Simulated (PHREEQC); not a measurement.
Consider water at 25 °C with 2.4 mmol/kgw CaCl2, 190 mmol/kgw NaAlO2 and 0.046 mmol/kgw KCl. Closed to the air; pH follows from the charge balance.

The numbers come from PHREEQC with the ion-association model, phreeqc.dat.

### Question
The ionic strength comes out as 0.197 mol/kgw. What activity coefficients do Cl-, K+, OH-, Na+, Ca+2 get?

### Answer
Cl- 0.72, K+ 0.71, OH- 0.71, Na+ 0.75, Ca+2 0.32.

This is a speciation only: nothing precipitates in the calculation. Examples of supersaturated solids here: Al(OH)3(a), Gibbsite (slow to form). Others may be too.
